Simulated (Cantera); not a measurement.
A perfectly stirred reactor is fed with H2 : O2 : N2 = 1 : 0.278 : 1.04 (molar parts), at 383 Torr; it is adiabatic with a 325 K inlet, and is followed from long to short residence time, starting on the burning branch (τ in s: 0.11, 0.051, 0.024, 0.011, 0.005, 0.0023, 0.0011, 0.00049, 0.00022, 0.0001, 4.8e-05, 2.2e-05, 1e-05).

Model: GRI-Mech 3.0 (53 species, 325 reactions), integrated in Cantera.

Question: Predict: blow-out, bracketed by the residence times tried; x(H2) at τ = 0.110 s; x(O2) at τ = 0.110 s; x(HO2) at τ = 0.110 s; x(NO) at τ = 0.110 s; x(H2O2) at τ = 0.110 s; x(H2) at τ = 1.10 ms; x(O2) at τ = 1.10 ms; x(HO2) at τ = 1.10 ms; x(NO) at τ = 1.10 ms; x(H2O2) at τ = 1.10 ms.

Answer: 
- blow-out, bracketed by the residence times tried = burning at 48.0 µs, out at 22.0 µs
- x(H2) at τ = 0.110 s = 0.214
- x(O2) at τ = 0.110 s = 3.62e-5
- x(HO2) at τ = 0.110 s = 1.50e-8
- x(NO) at τ = 0.110 s = 2.31e-5
- x(H2O2) at τ = 0.110 s = 5.37e-9
- x(H2) at τ = 1.10 ms = 0.191
- x(O2) at τ = 1.10 ms = 0.00104
- x(HO2) at τ = 1.10 ms = 4.42e-7
- x(NO) at τ = 1.10 ms = 1.40e-5
- x(H2O2) at τ = 1.10 ms = 1.51e-7
